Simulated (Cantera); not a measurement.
## Equilibrium for silicon etching in halogen gases: Si + HCl + NF₃

Charge: 1 mol Si, a varied amount of HCl, 0.97 mol NF₃, at 725 °C and 1.60 Pa.

These are equilibrium values from Cantera (NASA tables, ideal gas, pure condensed phases), not measurements of a reactor. Candidate condensed phases: NH₄Cl, Si, Si₃N₄; 49 gas species. The tables' values for SiCl₃, SiF₃ are old estimates; treat these amounts as uncertain. Kinetics and transport are ignored.

From 1.4 mol HCl to 2.3 mol HCl the condensed part is Si₃N₄(s). From 2.9 mol HCl to 24 mol HCl nothing is condensed. The main Si-bearing gas is SiF₄ throughout.

| n(HCl) (mol) | x HCl | x SiF₄ | x N₂ | x H₂ | x SiCl₄ | x SiCl₃ | x HF | x SiCl₂ | n Si₃N₄(s) |
|---|---|---|---|---|---|---|---|---|---|
| 1.4 | 0.379 | 0.303 | 0.162 | 0.103 | 0.0502 | 0.00125 | 0.000581 | 0.000761 | 0.0491 |
| 1.8 | 0.412 | 0.261 | 0.149 | 0.117 | 0.0572 | 0.00140 | 0.000589 | 0.000835 | 0.0356 |
| 2.3 | 0.442 | 0.222 | 0.137 | 0.131 | 0.0639 | 0.00154 | 0.000590 | 0.000907 | 0.0185 |
| 2.9 | 0.474 | 0.189 | 0.126 | 0.140 | 0.0682 | 0.00158 | 0.000598 | 0.000898 | 0 |
| 3.8 | 0.573 | 0.153 | 0.102 | 0.114 | 0.0561 | 0.000971 | 0.000720 | 0.000412 | 0 |
| 5 | 0.658 | 0.122 | 0.0816 | 0.0911 | 0.0452 | 0.000608 | 0.000826 | 0.000201 | 0 |
| 6.4 | 0.723 | 0.0988 | 0.0661 | 0.0738 | 0.0368 | 0.000406 | 0.000906 | 0.000110 | 0 |
| 8.3 | 0.780 | 0.0784 | 0.0525 | 0.0587 | 0.0294 | 0.000268 | 0.000975 | 6.01e-5 | 0 |
| 11 | 0.829 | 0.0606 | 0.0406 | 0.0455 | 0.0229 | 0.000173 | 0.00104 | 3.20e-5 | 0 |
| 14 | 0.863 | 0.0484 | 0.0325 | 0.0364 | 0.0184 | 0.000119 | 0.00108 | 1.90e-5 | 0 |
| 18 | 0.892 | 0.0381 | 0.0256 | 0.0287 | 0.0146 | 8.13e-5 | 0.00111 | 1.11e-5 | 0 |
| 24 | 0.918 | 0.0289 | 0.0194 | 0.0218 | 0.0111 | 5.27e-5 | 0.00114 | 6.11e-6 | 0 |
x: gas mole fraction; n: condensed amount in mol.
